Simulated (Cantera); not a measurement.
Mixture: CH4 : O2 : N2 = 1 : 2.17 : 8.17 (molar parts), equivalence ratio 0.92, at 14.0 bar, adiabatic and at constant pressure. Ignition delay is the time to a rise of 400 K.

Model: GRI-Mech 3.0 (53 species, 325 reactions), integrated in Cantera. The pressure lies above the range GRI-Mech 3.0 was tuned for (to about 10 atm).

### Question
What does this change do: constant volume in place of constant pressure?

### Answer
| quantity | before | after |
|---|---|---|
| delay at 1025 K | 36.9 ms | 35.8 ms |
| delay at 1225 K | 2.33 ms | 2.22 ms |
| delay at 1425 K | 0.274 ms | 0.256 ms |
| delay at 1625 K | 45.3 µs | 41.9 µs |
| delay at 1825 K | 10.3 µs | 9.42 µs |
| apparent activation energy between 1725 and 1925 K | 180 kJ/mol | 180 kJ/mol |
